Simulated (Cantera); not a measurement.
A perfectly stirred reactor is fed with N2O : O2 = 1 : 0.27 (molar parts), at 0.00590 bar; it is held at 1475 K, and followed from long to short residence time.

Computed with Cantera and GRI-Mech 3.0 (53 species, 325 reactions). GRI-Mech 3.0 was tuned for natural gas; its chemistry of N2O as a main component is partial and can be far from experiment. Radical loss at walls, strong at low pressure, is not modelled. The temperature is held fixed by assumption; the heat of reaction is taken as removed at once.

One state of this run: x N2O = 0.777; x O2 = 0.215; x NO = 0.00174; x N2 = 0.00660; x O = 5.55e-5. x: mole fraction; the columns are a selection and need not sum to one.

Which value of τ (s) does it belong to?
(A) 0.017
(B) 0.091
(C) 0.039
(D) 0.0071

C, 0.039
